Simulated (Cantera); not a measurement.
Input (Python, Cantera) and output of one run.

```python
import numpy as np
import cantera as ct

gas_names = [...]  # 113 gases of nasa_gas.yaml made of C, H, O, Ta
cond_names = """
    C(gr) C6H6(L) C7H8(L) C8H18(L),n-octa H2O(s) H2O(L) Ta(cr) Ta(L) TaC(s) TaC(L) Ta2O5(s) Ta2O5(L)
""".split()


# ... load() reads the species with a 1 bar reference pressure and builds the phases ...
atoms = {
    'Ta': {'Ta': 1},
    'CO2': {'C': 1, 'O': 2},
    'CH4': {'C': 1, 'H': 4},
}
top_T = {'C(gr)': 4500}  # K; cautious upper limits of use, not melting points


# ... equilibrate(T, P, feed) seeds the gas with the atoms and calls Mixture.equilibrate('TP', solver="vcs", rtol=1e-11, max_steps=5000) ...
results = []
feed = {'Ta': 1, 'CO2': 9.3, 'CH4': 4.3}  # mol
T = 1600  # K
P = 3700  # Pa
mix = equilibrate(T, P, feed)
results.append((T, P, feed, dict(zip(mix.species_names, mix.species_moles))))
print(gas.report(threshold=1e-06))
for i in range(1, mix.n_phases):
    print(f"{mix.phase(i).name:16s} {mix.phase_moles(i):12.5e} mol")
```

Output:

```
       temperature   1600 K
          pressure   3700 Pa
           density   0.0054904 kg/m^3
  mean mol. weight   19.74 kg/kmol
   phase of matter   gas

                          1 kg             1 kmol
                     ---------------   ---------------
          enthalpy       -2.7033e+06       -5.3364e+07  J
   internal energy       -3.3772e+06       -6.6667e+07  J
           entropy             13499        2.6648e+05  J/K
    Gibbs function       -2.4302e+07       -4.7974e+08  J
 heat capacity c_p            1847.3             36466  J/K
 heat capacity c_v            1426.1             28151  J/K

                      mass frac. Y      mole frac. X     chem. pot. / RT
                     ---------------   ---------------   ---------------
                CO           0.80933           0.57038           -39.134
               CO2          0.094039          0.042182           -66.559
                 H        8.1242e-06         0.0001591           -11.619
                H2          0.032359           0.31686           -23.239
               H2O          0.064266          0.070421           -50.664
                OH        1.1929e-06        1.3847e-06           -39.045
     [ +107 minor]        1.4258e-08        8.7712e-09

C(gr)             0.00000e+00 mol
Ta(cr)            0.00000e+00 mol
TaC(s)            0.00000e+00 mol
Ta2O5(s)          5.00000e-01 mol
```

These are equilibrium values from Cantera (NASA tables, ideal gas, pure condensed phases), not measurements of a reactor.
